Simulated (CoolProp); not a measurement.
Vapour-liquid equilibrium of R1234yf (1) + R152A (2) at 18.7 bar; x and y are mole fractions of (1).

The numbers come from the multi-fluid Helmholtz-energy mixture model, Lemmon 2022 and Outcalt 1996; pair parameters Bell 2023 in CoolProp.

```csv
x,bubble temperature (°C),y at the bubble point,dew temperature at overall composition x (°C),liquid density (mol/L)
0.05,68.8,0.061,68.9,11.36
0.125,67.8,0.145,68.0,11.00
0.2,66.9,0.223,67.2,10.67
0.275,66.3,0.298,66.5,10.35
0.35,65.8,0.370,65.9,10.05
0.425,65.4,0.440,65.5,9.759
0.5,65.2,0.509,65.2,9.486
0.575,65.1,0.579,65.1,9.226
0.65,65.0,0.650,65.0,8.978
0.725,65.1,0.722,65.1,8.743
0.8,65.2,0.795,65.2,8.517
0.875,65.4,0.871,65.4,8.301
0.95,65.7,0.948,65.7,8.094
```

y crosses x between x = 0.575 and 0.65: the model has an azeotrope there.

Pair parameters are fitted to limited data, so mixtures are less certain than the pure fluids.
